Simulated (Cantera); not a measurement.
A perfectly stirred reactor is fed with C₂H₄ : O₂ : N₂ : CO₂ = 1 : 4.76 : 17.9 : 0.16 (molar parts), equivalence ratio 0.63, at 12.0 bar; it is adiabatic with a 300 K inlet, and is followed from long to short residence time, starting on the burning branch (τ in s: 0.26, 0.14, 0.07, 0.036, 0.019, 0.0096, 0.005, 0.0026, 0.0013, 0.00069, 0.00035, 0.00018, 9.4e-05).

Cantera simulation using GRI-Mech 3.0 (53 species, 325 reactions); the numbers are that mechanism's predictions, not measurements. GRI-Mech 3.0 was tuned for natural gas; its chemistry of ethylene as a main component is partial and can be far from experiment. The pressure lies above the range GRI-Mech 3.0 was tuned for (to about 10 atm).

**Question.** Predict: blow-out, bracketed by the residence times tried; x(C₂H₄) at τ = 0.260 s; x(O₂) at τ = 0.260 s; x(OH) at τ = 0.260 s; x(NO) at τ = 0.260 s; x(H₂) at τ = 0.260 s; x(C₂H₄) at τ = 5.00 ms; x(O₂) at τ = 5.00 ms; x(OH) at τ = 5.00 ms; x(NO) at τ = 5.00 ms; x(H₂) at τ = 5.00 ms.

**Answer.** 
```json
{
 "blow_out_bracketed_by_the_residence_times_tried": "burning at 94.0 µs, the shortest tried",
 "x(C₂H₄) at τ = 0.260 s": "7.22e-7",
 "x(O₂) at τ = 0.260 s": "0.0738",
 "x(OH) at τ = 0.260 s": "0.000396",
 "x(NO) at τ = 0.260 s": "0.000108",
 "x(H₂) at τ = 0.260 s": "1.00e-5",
 "x(C₂H₄) at τ = 5.00 ms": "1.74e-5",
 "x(O₂) at τ = 5.00 ms": "0.0741",
 "x(OH) at τ = 5.00 ms": "0.000763",
 "x(NO) at τ = 5.00 ms": "1.66e-5",
 "x(H₂) at τ = 5.00 ms": "5.40e-5"
}
```
